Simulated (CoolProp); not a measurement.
Saturation properties of decamethylcyclopentasiloxane (D5).

Computed with CoolProp (reference Helmholtz-energy equation of state, Thol 2019).

```tsv
T (°C)	p (MPa)	liquid density (kg/m³)	vapour density (kg/m³)	enthalpy of vaporisation (kJ/kg)	surface tension (mN/m)
176.25	0.04143	787.0	4.317	122.0	7.61
181.45	0.04792	780.6	4.965	120.3	7.30
186.65	0.05519	774.2	5.688	118.5	6.99
191.85	0.06330	767.8	6.494	116.7	6.68
197.05	0.07231	761.2	7.389	114.9	(withheld)
202.35	0.08249	754.4	8.400	(withheld)	6.07
207.55	0.09352	747.6	9.498	111.2	5.77
212.75	0.1057	(withheld)	10.71	109.3	5.48
217.95	0.1190	(withheld)	12.05	107.4	5.19
223.15	0.1335	726.5	13.52	(withheld)	4.91
228.35	0.1494	719.2	15.13	103.5	4.63
```

Task: Fill in the missing entries.

Result: 
- 197.05, surface tension (mN/m): 6.38
- 202.35, enthalpy of vaporisation (kJ/kg): 113.0
- 212.75, liquid density (kg/m³): 740.7
- 217.95, liquid density (kg/m³): 733.7
- 223.15, enthalpy of vaporisation (kJ/kg): 105.5

It boils at 210.9 °C under 1 atm.

Surface tension comes from a separate correlation (Mulero 2014), older than this fluid's equation and unchecked against measurements.
